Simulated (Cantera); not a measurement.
Charge: 1 mol SiCl4, a varied amount of H2O, at 1225 K and 100 Torr.

Equilibrium computed with Cantera from the NASA thermochemical tables; the gas is ideal and each condensed phase is pure. Candidate condensed phases: H2O, Si, SiO2; 30 gas species. The tables' values for SiCl3 are old estimates; treat these amounts as uncertain. The tables hold silica as quartz up to 1696 K and as liquid above; real silica turns to tridymite and cristobalite and melts near 1996 K. Gases not in the tables: Si(OH)4. Equilibrium is a limit: real reactors are often held back by kinetics, nucleation or transport.

x: gas mole fraction; n: condensed amount in mol.

| n(H2O) (mol) | x HCl | x H2O | x SiCl4 | x Cl | x H2 | x Cl2 | n SiO2(β-quartz) |
|---|---|---|---|---|---|---|---|
| 1.1 | 0.830 | 5.22e-6 | 0.170 | 8.30e-5 | ___ | 2.46e-5 | 0.550 |
| 2 | 0.999 | 0.000269 | 0.000134 | 8.72e-5 | ___ | 2.72e-5 | 0.999 |
| 2.8 | 0.833 | 0.167 | 1.69e-10 | 7.83e-5 | ___ | 2.19e-5 | 1.00 |
| 3.6 | 0.714 | 0.286 | 3.10e-11 | 7.13e-5 | ___ | 1.82e-5 | 1.00 |
| 4.4 | 0.625 | 0.375 | 1.06e-11 | 6.57e-5 | ___ | 1.54e-5 | 1.00 |
| 5.2 | 0.555 | 0.444 | 4.69e-12 | 6.10e-5 | 4.48e-5 | 1.33e-5 | 1.00 |
| 6 | 0.500 | 0.500 | 2.43e-12 | 5.70e-5 | 4.15e-5 | 1.16e-5 | 1.00 |
| 6.9 | 0.449 | 0.551 | 1.31e-12 | 5.32e-5 | 3.85e-5 | 1.01e-5 | 1.00 |
| 7.7 | 0.412 | 0.588 | <1e-12 | 5.03e-5 | 3.63e-5 | 9.04e-6 | 1.00 |
| 8.5 | 0.381 | 0.619 | <1e-12 | 4.76e-5 | 3.45e-5 | 8.12e-6 | 1.00 |
| 9.3 | 0.354 | 0.646 | <1e-12 | 4.53e-5 | 3.30e-5 | 7.33e-6 | 1.00 |
| 10 | 0.333 | 0.667 | <1e-12 | 4.34e-5 | 3.19e-5 | 6.74e-6 | 1.00 |

Task: Complete the blanks.

Result: 
- 1.1, x H2: 5.40e-5
- 2, x H2: 7.09e-5
- 2.8, x H2: 6.12e-5
- 3.6, x H2: 5.42e-5
- 4.4, x H2: 4.89e-5
